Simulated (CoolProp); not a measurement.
R141b along the isotherm 224.45 °C: density (kg/m³) from the reference equation and from simpler models built on Tc = 204.4 °C, pc = 4.212 MPa, ω = 0.220; each cubic takes its own stable root.

Computed with CoolProp (reference Helmholtz-energy equation of state, Lemmon 2006). It is a short technical equation, of lower accuracy than the large ones.

```tsv
p (MPa)	phase	reference	ideal gas	van der Waals	Redlich-Kwong	Soave-Redlich-Kwong	Peng-Robinson
4.68	supercritical	256.6	132.3	264.4	259.5	247.2	261.5
9.36	supercritical	751.6	264.6	561.7	666.1	652.8	719.6
14	supercritical	832.3	395.7	619.4	759.1	750.2	830.9
18.7	supercritical	880.8	528.6	655.5	818.0	811.0	899.7
23.4	supercritical	916.4	661.5	681.9	861.4	855.5	949.7
28.1	supercritical	944.8	794.3	702.6	896.0	890.8	989.1
32.8	supercritical	968.6	927.2	719.6	924.6	920.0	1022
37.4	supercritical	988.8	1057	733.7	948.6	944.5	1049
42.1	supercritical	1007	1190	746.2	970.0	966.3	1073
```
